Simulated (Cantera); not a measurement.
# CH₂F₂ + H₂ (fluorocarbon and chlorocarbon gases)

Input: 1 mol CH₂F₂, 0.44 mol H₂, at 1.33 mbar.

Equilibrium computed with Cantera from the NASA thermochemical tables; the gas is ideal and each condensed phase is pure. Candidate condensed phases: C, C₆H₆, C₇H₈, C₈H₁₈; 110 gas species. Ions and electrons are included (thermal ionisation). Rates play no part.

From 2727 °C to 4727 °C nothing is condensed. The main C-bearing gas is C₃ at 2727 °C and C at 4727 °C.

```tsv
T (°C)	x H	x HF	x F	x C	x C₃	x C₂	x CF	x H₂
2727	0.356	0.394	0.128	0.0251	0.0676	0.0104	0.00979	0.00678
3227	0.479	0.0429	0.316	0.140	0.00547	0.00974	0.00553	0.000879
3727	0.489	0.00358	0.338	0.168	2.96e-5	0.00101	0.000640	0.000125
4227	0.490	0.000484	0.340	0.170	3.41e-7	0.000132	9.94e-5	2.67e-5
4727	0.489	9.66e-5	0.340	0.169	9.34e-9	2.55e-5	2.19e-5	7.72e-6
```
x: gas mole fraction; nothing condenses.
